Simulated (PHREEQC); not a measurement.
Consider water at 25 °C with 5.9 mmol/kgw KHCO3, 0.049 mmol/kgw KOH and 13 mmol/kgw NaCl. Closed to the air; pH follows from the charge balance.

Computed with PHREEQC (Pitzer model, pitzer.dat).

```json
[
 {"quantity": "pH", "before": "8.35", "after": "8.42"},
 {"quantity": "ionic strength (mol/kgw)", "before": "0.0191", "after": "0.00604"},
 {"quantity": "CO3-2 (mol/kgw)", "before": "9.89e-5", "after": "9.02e-5"},
 {"quantity": "CO2 (mol/kgw)", "before": "5.25e-5", "after": "4.41e-5"}
]
```

Problem. Which change was made?
A. temperature from 25 to 5 °C
B. NaCl from 0.013 to 0.026 mol/kgw
C. NaCl left out
D. KOH replaced by K2SO4 at the same molality

Solution. C, NaCl left out

Precipitation was switched off in this run.
